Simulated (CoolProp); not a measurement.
C3F8 (R218) along the isotherm 379.2 K: fugacity coefficient from the reference equation and from simpler models built on Tc = 345.0 K, pc = 2.640 MPa, ω = 0.317; each cubic takes its own stable root.

The numbers come from the reference Helmholtz-energy equation of state, Lemmon 2006 in CoolProp. It is a short technical equation, of lower accuracy than the large ones.

| p (MPa) | phase | reference |
|---|---|---|
| 0.733 | gas | 0.9358 |
| 1.47 | gas | 0.8720 |
| 2.2 | gas | 0.8094 |
| 2.93 | supercritical | 0.7473 |
| 3.67 | supercritical | 0.6856 |
| 4.4 | supercritical | 0.6275 |
| 5.13 | supercritical | 0.5760 |
| 5.87 | supercritical | 0.5330 |
| 6.6 | supercritical | 0.4987 |

Q: How far does each simpler model (van der Waals, Redlich-Kwong, Soave-Redlich-Kwong, Peng-Robinson) lie from the reference over these 9 states: mean and median of the absolute difference, and the worst?

A: 
- van der Waals: mean 1.6 %, median 1.8 %, worst -3.2 % at 379.2 K and 5.13 MPa
- Redlich-Kwong: mean 2.7 %, median 3.0 %, worst -3.8 % at 379.2 K and 5.13 MPa
- Soave-Redlich-Kwong: mean 1.2 %, median 0.5 %, worst +3.4 % at 379.2 K and 6.6 MPa
- Peng-Robinson: mean 2.8 %, median 2.9 %, worst -3.6 % at 379.2 K and 3.67 MPa
